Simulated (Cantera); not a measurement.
Charge: 1 mol BF3, 2.7 mol H2, at 1248 K and 0.800 bar.

Cantera equilibrium calculation (NASA polynomials, part measured and part estimated; ideal gas, pure solids and liquids). Candidate condensed phases: B; 20 gas species. The tables' values for BF2 are old estimates; treat these amounts as uncertain. Kinetics and transport are ignored.

Base state: H2 0.725, BF3 0.266, HF 0.00453, BHF2 0.00449, BF2 3.79e-5 (mole fractions); condensed: gas only.

### Question
What changes in the equilibrium state with this change: temperature from 1248 K to 1150 K?

### Answer
| species | before | after |
|---|---|---|
| H2 | 0.725 | 0.727 |
| BF3 | 0.266 | 0.268 |
| HF | 0.00453 | 0.00274 |
| BF2 | 3.79e-5 | 6.88e-6 |
| BHF2 | 0.00449 | 0.00273 |

### Question
What changes in the equilibrium state with this change: BF3 replaced by BCl3?

### Answer
```csv
species,before,after
H2,0.725,0.625
BCl3,0,0.206
HCl,0,0.169
BF3,0.266,0
HF,0.00453,0
BHF2,0.00449,0
BCl2,0,4.48e-5
"B(s), mol",0,0.214
```
The tables' values for BCl2 are old estimates; treat these amounts as uncertain. Gases not in the tables: BHCl2.
